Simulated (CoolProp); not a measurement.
Vapour-liquid equilibrium of acetone (1) + n-heptane (2) at 0.805 MPa; x and y are mole fractions of (1).

Computed with CoolProp (multi-fluid Helmholtz-energy mixture model, Lemmon 2006 and Span 2003; pair parameters Bell 2016).

Question: Give the bubble temperature and the first vapour's composition at x = 0.2, 0.725, 0.8. Is there an azeotrope?

Answer: x = 0.2: 431.4 K, y = 0.486; x = 0.725: 408.9 K, y = 0.820; x = 0.8: 407.7 K, y = 0.857. No azeotrope shows between x = 0.05 and 0.95.

Pair parameters are fitted to limited data, so mixtures are less certain than the pure fluids.
